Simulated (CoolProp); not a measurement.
Vapour-liquid equilibrium of propane (1) + c-C4F8 (RC318) (2) at 304.1 K; x and y are mole fractions of (1).

Values from CoolProp's multi-fluid Helmholtz-energy mixture model, Lemmon 2009 and Platzer 1990; pair parameters Bell 2016. This equation is an older, rougher fit; its heat capacities, sound speeds and derivatives of the liquid may be far off and weren't checked against measurements.

```
x     bubble pressure, mixture model (MPa)  bubble pressure, Raoult's law (MPa)  y, mixture model  y, Raoult's law
----  ------------------------------------  -----------------------------------  ----------------  ---------------
0.05                                0.4711                               0.4128                 …            0.134
0.2                                 0.7077                               0.5220             0.517            0.423
0.35                                     …                               0.6312                 …            0.612
0.5                                      …                               0.7404             0.717            0.746
0.65                                 1.044                               0.8496             0.776            0.845
0.8                                  1.093                               0.9588                 …            0.921
0.95                                 1.112                                1.068             0.948            0.982
```

### Question
Fill in the missing entries.

### Answer

- 0.05, y, mixture model: 0.216
- 0.35, bubble pressure, mixture model (MPa): 0.8687
- 0.35, y, mixture model: 0.643
- 0.5, bubble pressure, mixture model (MPa): 0.9728
- 0.8, y, mixture model: 0.844

The largest gap from Raoult's law is +37.6 % in bubble pressure, at x = 0.35. y crosses x between x = 0.8 and 0.95: the model has an azeotrope there.

The pair parameters rest on a limited set of measurements; away from them the model extrapolates.
